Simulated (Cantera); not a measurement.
Feed: 1 mol FeS, 150 mol H₂, 4.9 mol N₂, held at 0.00510 bar.

These are equilibrium values from Cantera (NASA tables, ideal gas, pure condensed phases), not measurements of a reactor. Candidate condensed phases: Fe, FeS, FeS₂, S; 16 gas species. The numbers say what is thermodynamically allowed, not how fast it happens.

At 2125 K, list the 7 most abundant gas species with their mole fractions, and the condensed phases.

H₂ 0.909, H 0.0485, N₂ 0.0305, Fe 0.00623, S 0.00230, SH 0.00212, H₂S 0.000666. Condensed: gas only.
